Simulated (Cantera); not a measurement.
A closed system holds: 1 mol Si, 1.4 mol Cl₂, 2.9 mol H₂, held at 1075 K.

Method: chemical equilibrium by Gibbs-energy minimisation in Cantera with the NASA 1993 tables (ideal gas, pure condensed phases). Candidate condensed phases: Si; 19 gas species. The tables' values for SiCl₃ are old estimates; treat these amounts as uncertain. Kinetics and transport are ignored.

log p: log10 of the partial pressure in bar; n: condensed amount in mol.

| P (Pa) | log p H₂ | log p SiCl₄ | log p SiHCl₃ | log p HCl | log p SiH₂Cl₂ | log p SiCl₃ | log p SiCl₂ | n Si(s) |
|---|---|---|---|---|---|---|---|---|
| 10000 | -1.12 | -1.83 | -2.42 | -2.43 | -3.95 | -3.23 | -3.44 | 0.286 |
| 31000 | -0.62 | -1.34 | -1.81 | -2.06 | -3.22 | -2.87 | -3.20 | 0.270 |
| 98000 | ? | ? | ? | ? | ? | -2.51 | ? | 0.251 |
| 310000 | ? | ? | ? | ? | ? | -2.16 | ? | ? |
| 960000 | 0.86 | 0.05 | -0.03 | -0.97 | -1.03 | -1.83 | -2.51 | 0.204 |
| 3000000 | 1.35 | 0.49 | 0.55 | -0.61 | -0.32 | -1.50 | -2.29 | 0.175 |

### Question
Complete the blanks.

### Answer

- 310000, log p H₂: 0.38
- 310000, log p SiCl₄: -0.40
- 310000, log p SiHCl₃: -0.60
- 310000, log p HCl: -1.32
- 310000, log p SiH₂Cl₂: -1.74
- 310000, log p SiCl₂: -2.73
- 310000, n Si(s): 0.229
- 98000, log p H₂: -0.12
- 98000, log p SiCl₄: -0.87
- 98000, log p SiHCl₃: -1.21
- 98000, log p HCl: -1.69
- 98000, log p SiH₂Cl₂: -2.48
- 98000, log p SiCl₂: -2.96
